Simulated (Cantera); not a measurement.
An isothermal, constant-pressure homogeneous reactor starts with NO : N2 = 1 : 1.5 (molar parts), at 1800 K and 0.0650 bar. Integrator tolerance rtol = 1e-08.

Cantera simulation using GRI-Mech 3.0 (53 species, 325 reactions); the numbers are that mechanism's predictions, not measurements.

### Question
What does this change do: temperature 1800 to 1773 K?

### Answer
```
quantity                                            before                                     after
----------------  ----------------------------------------  ----------------------------------------
x(NO) at 10.0 s      0.343 (gas-phase equilibrium 0.00408)     0.357 (gas-phase equilibrium 0.00372)
x(O2) at 10.0 s       0.0284 (gas-phase equilibrium 0.198)      0.0215 (gas-phase equilibrium 0.198)
x(N2O) at 10.0 s   4.31e-5 (gas-phase equilibrium 6.01e-8)   4.67e-5 (gas-phase equilibrium 5.50e-8)
x(NO2) at 10.0 s   8.14e-5 (gas-phase equilibrium 2.53e-6)   7.88e-5 (gas-phase equilibrium 2.44e-6)
x(O) at 10.0 s    9.08e-5 (gas-phase equilibrium 0.000214)  6.25e-5 (gas-phase equilibrium 0.000165)
x(N2) at 10.0 s        0.629 (gas-phase equilibrium 0.798)       0.622 (gas-phase equilibrium 0.798)
```

### Question
What does this change do: NO 1 to 0.27 parts?

### Answer
```
quantity                                            before                                     after
----------------  ----------------------------------------  ----------------------------------------
x(NO) at 10.0 s      0.343 (gas-phase equilibrium 0.00408)     0.143 (gas-phase equilibrium 0.00270)
x(O2) at 10.0 s       0.0284 (gas-phase equilibrium 0.198)    0.00480 (gas-phase equilibrium 0.0749)
x(N2O) at 10.0 s   4.31e-5 (gas-phase equilibrium 6.01e-8)   7.96e-6 (gas-phase equilibrium 4.27e-8)
x(NO2) at 10.0 s   8.14e-5 (gas-phase equilibrium 2.53e-6)   1.52e-5 (gas-phase equilibrium 1.03e-6)
x(O) at 10.0 s    9.08e-5 (gas-phase equilibrium 0.000214)  4.07e-5 (gas-phase equilibrium 0.000131)
x(N2) at 10.0 s        0.629 (gas-phase equilibrium 0.798)       0.852 (gas-phase equilibrium 0.922)
```

### Question
What does this change do: temperature 1800 to 1550 K?

### Answer
```json
[
 {"quantity": "x(NO) at 10.0 s", "before": "0.343 (gas-phase equilibrium 0.00408)", "after": "0.396 (gas-phase equilibrium 0.00153)"},
 {"quantity": "x(O2) at 10.0 s", "before": "0.0284 (gas-phase equilibrium 0.198)", "after": "0.00175 (gas-phase equilibrium 0.199)"},
 {"quantity": "x(N2O) at 10.0 s", "before": "4.31e-5 (gas-phase equilibrium 6.01e-8)", "after": "5.20e-5 (gas-phase equilibrium 2.37e-8)"},
 {"quantity": "x(NO2) at 10.0 s", "before": "8.14e-5 (gas-phase equilibrium 2.53e-6)", "after": "5.89e-5 (gas-phase equilibrium 1.75e-6)"},
 {"quantity": "x(O) at 10.0 s", "before": "9.08e-5 (gas-phase equilibrium 0.000214)", "after": "2.30e-6 (gas-phase equilibrium 1.38e-5)"},
 {"quantity": "x(N2) at 10.0 s", "before": "0.629 (gas-phase equilibrium 0.798)", "after": "0.602 (gas-phase equilibrium 0.799)"}
]
```
